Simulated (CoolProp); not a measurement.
Vapour-liquid equilibrium of propylene (1) + isobutane (2) at 1240 kPa; x and y are mole fractions of (1).

Values from CoolProp's multi-fluid Helmholtz-energy mixture model, Lemmon 2013 and Bücker 2006; pair parameters Bell 2016.

Problem. Give the bubble temperature and the first vapour's composition at x = 0.05, 0.35, 0.75. Is there an azeotrope?

Solution. x = 0.05: 345.0 K, y = 0.109; x = 0.35: 329.4 K, y = 0.511; x = 0.75: 312.4 K, y = 0.876. No azeotrope shows between x = 0.05 and 0.95.

Pair parameters are fitted to limited data, so mixtures are less certain than the pure fluids. The gap from Raoult's law changes sign with composition, which may be real or a fault of the pair parameters; it wasn't checked against measurements.
